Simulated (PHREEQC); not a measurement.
Solution (52 °C): 0.072 mol/kgw ZnCl2, 0.15 mol/kgw KCl and 0.005 mol/kgw NiCl2. It is in equilibrium with CO2 at log p = -3.4 (atm). Otherwise closed; pH follows from the charge balance.

All values are PHREEQC results (ion-association model, wateq4f.dat), not measurements.

Task: The ionic strength comes out as 0.316 mol/kgw. What activity coefficients do H+, NiCl+, ZnCl3-, Zn+2, ZnCl+ get?

Result: H+ 0.77, NiCl+ 0.72, ZnCl3- 0.67, Zn+2 0.27, ZnCl+ 0.67.

This is a speciation only: nothing precipitates in the calculation. Constants without temperature data keep their 25 °C values here.
